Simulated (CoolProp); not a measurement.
Vapour pressure (MPa) of R13: the reference equation beside estimates from Tc = 29.9 °C, pc = 3.973 MPa, ω = 0.175.

Computed with CoolProp (reference Helmholtz-energy equation of state, Platzer 1990). This equation is an older, rougher fit; its heat capacities, sound speeds and derivatives of the liquid may be far off and weren't checked against measurements.

```json
[
 {"T (°C)": "-74.15", "reference": "0.1470", "Redlich-Kwong": "0.1977", "Peng-Robinson": "0.1453"},
 {"T (°C)": "-70.95", "reference": "0.1716", "Redlich-Kwong": "0.2286", "Peng-Robinson": "0.1696"},
 {"T (°C)": "-67.85", "reference": "…", "Redlich-Kwong": "0.2619", "Peng-Robinson": "…"},
 {"T (°C)": "-64.75", "reference": "0.2281", "Redlich-Kwong": "0.2985", "Peng-Robinson": "0.2253"},
 {"T (°C)": "-61.65", "reference": "…", "Redlich-Kwong": "0.3387", "Peng-Robinson": "…"},
 {"T (°C)": "-58.45", "reference": "0.2989", "Redlich-Kwong": "0.3842", "Peng-Robinson": "0.2953"},
 {"T (°C)": "-55.35", "reference": "0.3394", "Redlich-Kwong": "0.4323", "Peng-Robinson": "…"},
 {"T (°C)": "-52.25", "reference": "…", "Redlich-Kwong": "0.4845", "Peng-Robinson": "0.3792"},
 {"T (°C)": "-49.05", "reference": "0.4340", "Redlich-Kwong": "0.5430", "Peng-Robinson": "0.4291"},
 {"T (°C)": "-45.95", "reference": "0.4873", "Redlich-Kwong": "0.6042", "Peng-Robinson": "0.4819"},
 {"T (°C)": "-42.85", "reference": "0.5452", "Redlich-Kwong": "0.6702", "Peng-Robinson": "0.5395"},
 {"T (°C)": "-39.75", "reference": "0.6081", "Redlich-Kwong": "0.7410", "Peng-Robinson": "…"}
]
```

**Question.** What belongs in the gaps?

**Answer.** 
- -67.85, reference: 0.1983
- -67.85, Peng-Robinson: 0.1959
- -61.65, reference: 0.2611
- -61.65, Peng-Robinson: 0.2579
- -55.35, Peng-Robinson: 0.3353
- -52.25, reference: 0.3838
- -39.75, Peng-Robinson: 0.6021

Absolute difference from the reference over all 12 rows, mean and median: Redlich-Kwong 28.0 and 28.0 %, Peng-Robinson 1.2 and 1.2 %.
